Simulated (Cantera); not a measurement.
An adiabatic, constant-volume homogeneous reactor starts with 10.4 % CH4, 18.8 % O2, 70.8 % N2, at 1400 K and 750 Torr.

Cantera simulation using GRI-Mech 3.0 (53 species, 325 reactions); the numbers are that mechanism's predictions, not measurements.

Q: Predict: time of steepest temperature rise; temperature at 3.00 s; equilibrium temperature; x(O2) at 3.00 s; x(H) at 3.00 s; x(CH2O) at 3.00 s; x(H2O) at 3.00 s.

A: 
```
Quantity                                                            Result
---------------------------------  ---------------------------------------
time of steepest temperature rise                                  3.43 ms
temperature at 3.00 s                                               2897 K
equilibrium temperature                                             2897 K
x(O2) at 3.00 s                      0.0136 (gas-phase equilibrium 0.0136)
x(H) at 3.00 s                       0.0128 (gas-phase equilibrium 0.0128)
x(CH2O) at 3.00 s                  1.34e-9 (gas-phase equilibrium 1.34e-9)
x(H2O) at 3.00 s                       0.150 (gas-phase equilibrium 0.150)
```
